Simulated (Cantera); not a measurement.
An adiabatic, constant-pressure homogeneous reactor starts with CH4 : O2 : N2 = 1 : 0.952 : 10.5 (molar parts), equivalence ratio 2.1, at 1650 K and 1.00 bar. Integrator tolerance rtol = 1e-08.

Computed with Cantera and GRI-Mech 3.0 (53 species, 325 reactions).

Q: What does this change do: 1.2 parts H2 added?

A: 
| quantity | before | after |
|---|---|---|
| time of steepest temperature rise | 0.918 ms | 0.196 ms |
| temperature at 1.00 s | 2157 K | 2117 K |
| equilibrium temperature | 2158 K | 2117 K |
| x(CH4) at 1.00 s | 1.30e-11 (gas-phase equilibrium 1.48e-11) | 9.32e-11 (gas-phase equilibrium 1.08e-10) |
| x(O2) at 1.00 s | 3.31e-7 (gas-phase equilibrium 3.31e-7) | 5.65e-8 (gas-phase equilibrium 5.65e-8) |
| x(NO2) at 1.00 s | 2.44e-11 (gas-phase equilibrium 2.42e-11) | 4.08e-12 (gas-phase equilibrium 3.82e-12) |
| x(HO2) at 1.00 s | 1.74e-10 (gas-phase equilibrium 1.74e-10) | 3.94e-11 (gas-phase equilibrium 3.94e-11) |
| x(C2H4) at 1.00 s | <1e-12 (gas-phase equilibrium <1e-12) | <1e-12 (gas-phase equilibrium <1e-12) |
| x(H) at 1.00 s | 0.00132 (gas-phase equilibrium 0.00132) | 0.00139 (gas-phase equilibrium 0.00139) |
| x(H2O) at 1.00 s | 0.0584 (gas-phase equilibrium 0.0584) | 0.0569 (gas-phase equilibrium 0.0569) |

Q: What does this change do: pressure from 1.00 bar to 0.780 bar?

A: 
| quantity | before | after |
|---|---|---|
| time of steepest temperature rise | 0.918 ms | 1.10 ms |
| temperature at 1.00 s | 2157 K | 2156 K |
| equilibrium temperature | 2158 K | 2156 K |
| x(CH4) at 1.00 s | 1.30e-11 (gas-phase equilibrium 1.48e-11) | 7.96e-12 (gas-phase equilibrium 9.01e-12) |
| x(O2) at 1.00 s | 3.31e-7 (gas-phase equilibrium 3.31e-7) | 4.18e-7 (gas-phase equilibrium 4.18e-7) |
| x(NO2) at 1.00 s | 2.44e-11 (gas-phase equilibrium 2.42e-11) | 2.75e-11 (gas-phase equilibrium 2.70e-11) |
| x(HO2) at 1.00 s | 1.74e-10 (gas-phase equilibrium 1.74e-10) | 1.94e-10 (gas-phase equilibrium 1.94e-10) |
| x(C2H4) at 1.00 s | <1e-12 (gas-phase equilibrium <1e-12) | <1e-12 (gas-phase equilibrium <1e-12) |
| x(H) at 1.00 s | 0.00132 (gas-phase equilibrium 0.00132) | 0.00149 (gas-phase equilibrium 0.00149) |
| x(H2O) at 1.00 s | 0.0584 (gas-phase equilibrium 0.0584) | 0.0584 (gas-phase equilibrium 0.0584) |

Q: What does this change do: initial temperature 1650 to 1775 K?

A: 
```csv
quantity,before,after
time of steepest temperature rise,0.918 ms,0.327 ms
temperature at 1.00 s,2157 K,2273 K
equilibrium temperature,2158 K,2273 K
x(CH4) at 1.00 s,1.30e-11 (gas-phase equilibrium 1.48e-11),6.88e-12 (gas-phase equilibrium 7.73e-12)
x(O2) at 1.00 s,3.31e-7 (gas-phase equilibrium 3.31e-7),1.41e-6 (gas-phase equilibrium 1.41e-6)
x(NO2) at 1.00 s,2.44e-11 (gas-phase equilibrium 2.42e-11),1.15e-10 (gas-phase equilibrium 1.15e-10)
x(HO2) at 1.00 s,1.74e-10 (gas-phase equilibrium 1.74e-10),7.56e-10 (gas-phase equilibrium 7.56e-10)
x(C2H4) at 1.00 s,<1e-12 (gas-phase equilibrium <1e-12),<1e-12 (gas-phase equilibrium <1e-12)
x(H) at 1.00 s,0.00132 (gas-phase equilibrium 0.00132),0.00251 (gas-phase equilibrium 0.00251)
x(H2O) at 1.00 s,0.0584 (gas-phase equilibrium 0.0584),0.0586 (gas-phase equilibrium 0.0586)
```
